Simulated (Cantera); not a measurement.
An adiabatic, constant-volume homogeneous reactor starts with 4.77 % CH₄, 15.1 % O₂, 80.1 % N₂, at 1650 K and 10.0 bar.

Computed with Cantera and GRI-Mech 3.0 (53 species, 325 reactions).

Task: Predict: time of steepest temperature rise; temperature at 0.200 s; equilibrium temperature; x(O₂) at 0.200 s; x(N₂O) at 0.200 s; x(H₂O₂) at 0.200 s; x(OH) at 0.200 s; x(H₂O) at 0.200 s.

Result: 
```json
{
  "time_of_steepest_temperature_rise": "55.1 µs",
  "temperature at 0.200 s": "2727 K",
  "equilibrium_temperature": "2727 K",
  "x(O₂) at 0.200 s": "0.0477 (gas-phase equilibrium 0.0477)",
  "x(N₂O) at 0.200 s": "3.61e-6 (gas-phase equilibrium 3.61e-6)",
  "x(H₂O₂) at 0.200 s": "8.67e-7 (gas-phase equilibrium 8.67e-7)",
  "x(OH) at 0.200 s": "0.00891 (gas-phase equilibrium 0.00891)",
  "x(H₂O) at 0.200 s": "0.0883 (gas-phase equilibrium 0.0883)"
}
```
